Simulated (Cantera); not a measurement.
An adiabatic, constant-pressure homogeneous reactor starts with CH₄ : CO : O₂ : N₂ = 1 : 0.19 : 1.61 : 14.2 (molar parts), equivalence ratio 1.3, at 1050 K and 383 Torr. Integrator tolerance rtol = 1e-08.

Model: GRI-Mech 3.0 (53 species, 325 reactions), integrated in Cantera.

What does this change do: pressure from 383 Torr to 210 Torr?


```tsv
quantity	before	after
time of steepest temperature rise	2.92 s	4.78 s
temperature at 7.00 s	1979 K	1978 K
equilibrium temperature	1979 K	1978 K
x(CH₄) at 7.00 s	<1e-12 (gas-phase equilibrium <1e-12)	<1e-12 (gas-phase equilibrium <1e-12)
x(CO) at 7.00 s	0.0345 (gas-phase equilibrium 0.0345)	0.0345 (gas-phase equilibrium 0.0345)
x(O₂) at 7.00 s	2.33e-6 (gas-phase equilibrium 2.33e-6)	4.18e-6 (gas-phase equilibrium 4.18e-6)
x(C₂H₂) at 7.00 s	<1e-12 (gas-phase equilibrium <1e-12)	<1e-12 (gas-phase equilibrium <1e-12)
x(H₂O) at 7.00 s	0.0936 (gas-phase equilibrium 0.0936)	0.0935 (gas-phase equilibrium 0.0935)
```

What does this change do: CO 0.19 to 0.1 parts?


```
quantity                                                            before                                    after
---------------------------------  ---------------------------------------  ---------------------------------------
time of steepest temperature rise                                   2.92 s                                   2.64 s
temperature at 7.00 s                                               1979 K                                   1982 K
equilibrium temperature                                             1979 K                                   1982 K
x(CH₄) at 7.00 s                     <1e-12 (gas-phase equilibrium <1e-12)    <1e-12 (gas-phase equilibrium <1e-12)
x(CO) at 7.00 s                      0.0345 (gas-phase equilibrium 0.0345)    0.0309 (gas-phase equilibrium 0.0309)
x(O₂) at 7.00 s                    2.33e-6 (gas-phase equilibrium 2.33e-6)  2.88e-6 (gas-phase equilibrium 2.88e-6)
x(C₂H₂) at 7.00 s                    <1e-12 (gas-phase equilibrium <1e-12)    <1e-12 (gas-phase equilibrium <1e-12)
x(H₂O) at 7.00 s                     0.0936 (gas-phase equilibrium 0.0936)    0.0954 (gas-phase equilibrium 0.0954)
```
